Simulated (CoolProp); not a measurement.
n-dodecane along the isobar 4780 kPa: fugacity coefficient from the reference equation and from simpler models built on Tc = 658.1 K, pc = 1818 kPa, ω = 0.574; each cubic takes its own stable root.

Values from CoolProp's reference Helmholtz-energy equation of state, Lemmon 2004. It is a short technical equation, of lower accuracy than the large ones.

```json
[
 {"T (K)": "354.5", "phase": "liquid", "reference": "0.0002437"},
 {"T (K)": "378.7", "phase": "liquid", "reference": "0.0007950"},
 {"T (K)": "402.8", "phase": "liquid", "reference": "0.002154"},
 {"T (K)": "426.9", "phase": "liquid", "reference": "0.005042"},
 {"T (K)": "451.1", "phase": "liquid", "reference": "0.01049"},
 {"T (K)": "475.2", "phase": "liquid", "reference": "0.01967"},
 {"T (K)": "499.3", "phase": "liquid", "reference": "0.03390"},
 {"T (K)": "523.5", "phase": "liquid", "reference": "0.05449"},
 {"T (K)": "547.6", "phase": "liquid", "reference": "0.08220"},
 {"T (K)": "571.7", "phase": "liquid", "reference": "0.1176"},
 {"T (K)": "595.9", "phase": "liquid", "reference": "0.1608"},
 {"T (K)": "620", "phase": "liquid", "reference": "0.2109"}
]
```

Q: How far does each simpler model (van der Waals, Redlich-Kwong) lie from the reference over these 12 states: mean and median of the absolute difference, and the worst?

A: 
- van der Waals: mean 2233.5 %, median 477.4 %, worst +13794.1 % at 354.5 K and 4780 kPa
- Redlich-Kwong: mean 354.0 %, median 173.3 %, worst +1436.3 % at 354.5 K and 4780 kPa
